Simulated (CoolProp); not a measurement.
Vapour-liquid equilibrium of cyclopentane (1) + octamethylcyclotetrasiloxane (D4) (2) at 187.45 °C; x and y are mole fractions of (1).

Values from CoolProp's multi-fluid Helmholtz-energy mixture model, Gedanitz 2015 and Thol 2015; pair parameters Bell 2016.

Problem. Give the bubble pressure and the first vapour's composition at x = 0.15, 0.35, 0.55. Is there an azeotrope?

Solution. x = 0.15: 2.960 bar, y = 0.574; x = 0.35: 5.700 bar, y = 0.811; x = 0.55: 9.323 bar, y = 0.910. No azeotrope shows between x = 0.05 and 0.95.

Pair parameters are fitted to limited data, so mixtures are less certain than the pure fluids.
